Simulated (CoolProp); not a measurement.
Saturation properties of n-perfluorohexane.

Model: reference Helmholtz-energy equation of state, Gao 2022, in CoolProp.

```json
[
 {"T (°C)": "-3.45", "p (kPa)": "7.138", "liquid density (kg/m³)": "1757", "enthalpy of vaporisation (kJ/kg)": "100.2", "liquid cp (kJ/(kg K))": "1.002", "vapour Z": "0.9917"},
 {"T (°C)": "9.25", "p (kPa)": "14.05", "liquid density (kg/m³)": "1721", "enthalpy of vaporisation (kJ/kg)": "97.09", "liquid cp (kJ/(kg K))": "1.022", "vapour Z": "0.9859"},
 {"T (°C)": "21.95", "p (kPa)": "25.69", "liquid density (kg/m³)": "1685", "enthalpy of vaporisation (kJ/kg)": "93.89", "liquid cp (kJ/(kg K))": "1.042", "vapour Z": "0.9776"},
 {"T (°C)": "34.65", "p (kPa)": "44.13", "liquid density (kg/m³)": "1648", "enthalpy of vaporisation (kJ/kg)": "90.61", "liquid cp (kJ/(kg K))": "1.062", "vapour Z": "0.9663"},
 {"T (°C)": "47.35", "p (kPa)": "71.86", "liquid density (kg/m³)": "1609", "enthalpy of vaporisation (kJ/kg)": "87.21", "liquid cp (kJ/(kg K))": "1.082", "vapour Z": "0.9516"},
 {"T (°C)": "60.05", "p (kPa)": "111.8", "liquid density (kg/m³)": "1569", "enthalpy of vaporisation (kJ/kg)": "83.64", "liquid cp (kJ/(kg K))": "1.103", "vapour Z": "0.9328"},
 {"T (°C)": "72.75", "p (kPa)": "167.1", "liquid density (kg/m³)": "1527", "enthalpy of vaporisation (kJ/kg)": "79.86", "liquid cp (kJ/(kg K))": "1.124", "vapour Z": "0.9097"},
 {"T (°C)": "85.45", "p (kPa)": "241.4", "liquid density (kg/m³)": "1482", "enthalpy of vaporisation (kJ/kg)": "75.80", "liquid cp (kJ/(kg K))": "1.147", "vapour Z": "0.8816"},
 {"T (°C)": "98.15", "p (kPa)": "338.7", "liquid density (kg/m³)": "1433", "enthalpy of vaporisation (kJ/kg)": "71.40", "liquid cp (kJ/(kg K))": "1.173", "vapour Z": "0.8478"},
 {"T (°C)": "110.85", "p (kPa)": "463.4", "liquid density (kg/m³)": "1380", "enthalpy of vaporisation (kJ/kg)": "66.54", "liquid cp (kJ/(kg K))": "1.203", "vapour Z": "0.8074"},
 {"T (°C)": "123.55", "p (kPa)": "620.3", "liquid density (kg/m³)": "1320", "enthalpy of vaporisation (kJ/kg)": "61.05", "liquid cp (kJ/(kg K))": "1.240", "vapour Z": "0.7590"},
 {"T (°C)": "136.25", "p (kPa)": "815.1", "liquid density (kg/m³)": "1249", "enthalpy of vaporisation (kJ/kg)": "54.65", "liquid cp (kJ/(kg K))": "1.294", "vapour Z": "0.7001"},
 {"T (°C)": "148.95", "p (kPa)": "1055", "liquid density (kg/m³)": "1161", "enthalpy of vaporisation (kJ/kg)": "46.76", "liquid cp (kJ/(kg K))": "1.388", "vapour Z": "0.6257"},
 {"T (°C)": "161.65", "p (kPa)": "1351", "liquid density (kg/m³)": "1039", "enthalpy of vaporisation (kJ/kg)": "35.85", "liquid cp (kJ/(kg K))": "1.644", "vapour Z": "0.5235"}
]
```

It boils at 57.1 °C under 1 atm.
